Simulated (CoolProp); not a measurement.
A single-stage vapour-compression cycle with C2F6 (R116): evaporating at 193.15 K (dew point), condensing at 239.15 K (bubble point), superheat 2 K, subcooling 8 K, compressor efficiency 0.7, no pressure losses. Each further row changes one setting.

Model: reference Helmholtz-energy equation of state, Lemmon 2006, in CoolProp. It is a short technical equation, of lower accuracy than the large ones.

```
case                              cooling COP  pressure ratio  discharge temperature (K)  refrigerating effect (kJ/kg)  volumetric capacity (kJ/m³)
--------------------------------  -----------  --------------  -------------------------  ----------------------------  ---------------------------
as stated                                   ?            7.30                      255.7                          81.3                          658
evaporating temperature 198.15 K            ?            5.59                      253.3                          83.8                            ?
condensing temperature 234.15 K          2.80            6.13                      250.0                          86.5                          700
subcooling 13 K                             ?            7.30                      255.7                          86.5                          700
superheat 12 K                              ?            7.30                      266.3                             ?                          669
compressor efficiency 0.6                   ?            7.30                          ?                          81.3                          658
```

Some entries are withheld; supply them.


- as stated, cooling COP: 2.39
- evaporating temperature 198.15 K, cooling COP: 2.84
- evaporating temperature 198.15 K, volumetric capacity (kJ/m³): 872
- subcooling 13 K, cooling COP: 2.54
- superheat 12 K, cooling COP: 2.42
- superheat 12 K, refrigerating effect (kJ/kg): 87.4
- compressor efficiency 0.6, cooling COP: 2.05
- compressor efficiency 0.6, discharge temperature (K): 263.0
